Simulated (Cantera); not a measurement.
Feed: 1 mol SiCl4, 1.3 mol O3, held at 170 Pa.

Equilibrium computed with Cantera from the NASA thermochemical tables; the gas is ideal and each condensed phase is pure. Candidate condensed phases: Si, SiO2; 15 gas species. The tables hold silica as quartz up to 1696 K and as liquid above; real silica turns to tridymite and cristobalite and melts near 1996 K. Kinetics and transport are ignored. All values below are at 1423 K.

Base state: Cl 0.450, Cl2 0.300, O2 0.249, ClO 0.000253, O 1.63e-5 (mole fractions); condensed: SiO2(β-quartz).

Problem. What changes in the equilibrium state with this change: O3 from 1.3 to 0.74 mol?

Solution. 
```json
[
 {"species": "Cl", "before": "0.450", "after": "0.536"},
 {"species": "Cl2", "before": "0.300", "after": "0.426"},
 {"species": "O2", "before": "0.249", "after": "0.0381"},
 {"species": "O", "before": "1.63e-5", "after": "6.38e-6"},
 {"species": "ClO", "before": "0.000253", "after": "0.000118"},
 {"species": "SiO2(β-quartz), mol", "before": "1.00", "after": "1.000"}
]
```

Problem. What changes in the equilibrium state with this change: SiCl4 replaced by TEOS?

Solution. 
```
species                before     after
-------------------  --------  --------
H2                          0     0.570
CO                          0     0.420
SiO                     <1e-9    0.0104
Cl                      0.450         0
Cl2                     0.300         0
O2                      0.249     <1e-9
ClO                  0.000253         0
H                           0  0.000122
O                     1.63e-5     <1e-9
SiO2(β-quartz), mol      1.00     0.179
SiC(s), mol                 0     0.639
```
The feed counts by its element totals alone. Mutual solubility and eutectic melting of coexisting phases are not modelled. Further candidate phases: C, C6H6, C7H8, C8H18, H2O, SiC.
